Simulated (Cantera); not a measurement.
Input: 1 mol CO, 1.3 mol O₂, 3 mol H₂, at 1573.15 K and 32.0 bar.

These are equilibrium values from Cantera (NASA tables, ideal gas, pure condensed phases), not measurements of a reactor. Candidate condensed phases: C, C₆H₆, C₇H₈, C₈H₁₈, H₂O; 110 gas species. The ideal-gas law is rough above about 30 bar. The numbers say what is thermodynamically allowed, not how fast it happens.

Base state: H₂O 0.535, H₂ 0.215, CO 0.135, CO₂ 0.115 (mole fractions); condensed: gas only.

**Question.** What changes in the equilibrium state with this change: H₂ from 3 to 10 mol?

**Answer.** 
```tsv
species	before	after
H₂	0.215	0.682
H₂O	0.535	0.227
CO	0.135	0.0814
CO₂	0.115	0.00937
CH₄	4.91e-6	0.000221
```

**Question.** What changes in the equilibrium state with this change: H₂ from 3 to 24 mol?

**Answer.** 
```json
[
 {"species": "H₂", "before": "0.215", "after": "0.857"},
 {"species": "H₂O", "before": "0.535", "after": "0.103"},
 {"species": "CO", "before": "0.135", "after": "0.0380"},
 {"species": "CO₂", "before": "0.115", "after": "0.00158"},
 {"species": "CH₄", "before": "4.91e-6", "after": "0.000453"}
]
```
